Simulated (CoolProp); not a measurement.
The numbers come from the reference Helmholtz-energy equation of state, Thol 2015 in CoolProp.

### Question
Give the vapour pressure (bar), liquid density (kg/m³), vapour density (kg/m³), enthalpy of vaporisation (kJ/kg) of saturated 1,2-dichloroethane at 451.6 K.

### Answer
```csv
T (K),p (bar),liquid density (kg/m³),vapour density (kg/m³),enthalpy of vaporisation (kJ/kg)
451.6,9.89,983,30.8,259
```
